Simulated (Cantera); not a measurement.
Feed: 1 mol PbO, 280 mol H2, at 0.200 bar.

These are equilibrium values from Cantera (NASA tables, ideal gas, pure condensed phases), not measurements of a reactor. Candidate condensed phases: H2O, Pb, PbO, PbO2, Pb3O4; 12 gas species. The numbers say what is thermodynamically allowed, not how fast it happens.

Problem. Which condensed phases are stable at each of these points (T (°C)): 552, 652, 752, 852, 952, 1052, 1152, 1252?

Solution. 
```tsv
T (°C)	condensed phases	Pb condensed (%)
552	Pb(l)	100.0
652	Pb(l)	99.6
752	Pb(l)	96.1
852	Pb(l)	73.5
952	gas only	0.0
1052	gas only	0.0
1152	gas only	0.0
1252	gas only	0.0
```

From 552 °C to 852 °C the condensed part is Pb(l). From 952 °C to 1252 °C nothing is condensed.
